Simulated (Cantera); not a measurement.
Mixture: H₂ : O₂ : N₂ = 1 : 0.806 : 3.03 (molar parts), equivalence ratio 0.62, at 1.70 bar, adiabatic and at constant pressure. Ignition delay is the time to a rise of 400 K.

Model: GRI-Mech 3.0 (53 species, 325 reactions), integrated in Cantera. Where the delays flatten at high temperature, the 400 K rule measures the pace of heat release, not the induction time.

What does this change do: 0.11 parts H2O added?


```csv
quantity,before,after
delay at 1048 K,0.138 ms,0.233 ms
delay at 1148 K,42.1 µs,46.5 µs
delay at 1248 K,23.1 µs,24.3 µs
delay at 1348 K,15.5 µs,16.0 µs
delay at 1448 K,11.8 µs,12.0 µs
```

What does this change do: pressure from 1.70 bar to 1.60 bar?


```json
[
 {"quantity": "delay at 1048 K", "before": "0.138 ms", "after": "0.135 ms"},
 {"quantity": "delay at 1148 K", "before": "42.1 µs", "after": "44.1 µs"},
 {"quantity": "delay at 1248 K", "before": "23.1 µs", "after": "24.5 µs"},
 {"quantity": "delay at 1348 K", "before": "15.5 µs", "after": "16.6 µs"},
 {"quantity": "delay at 1448 K", "before": "11.8 µs", "after": "12.7 µs"}
]
```
